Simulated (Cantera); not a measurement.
**Ignition delay**

Mixture: CH₄ : O₂ : N₂ = 1 : 2.04 : 7.67 (molar parts), at 6.12 atm, adiabatic and at constant pressure. Ignition delay is the time to a rise of 400 K.

Detailed kinetics in Cantera: GRI-Mech 3.0 (53 species, 325 reactions).

| T0 (K) | delay (ms) |
|---|---|
| 1250 | 4.24 |
| 1350 | 1.33 |
| 1450 | 0.460 |
| 1550 | 0.174 |
| 1650 | 0.0722 |
| 1750 | 0.0332 |
| 1850 | 0.0169 |
| 1950 | 0.00941 |
| 2050 | 0.00565 |
| 2150 | 0.00361 |

```yaml
apparent activation energy between 1950 and 2150 K: 170 kJ/mol
```
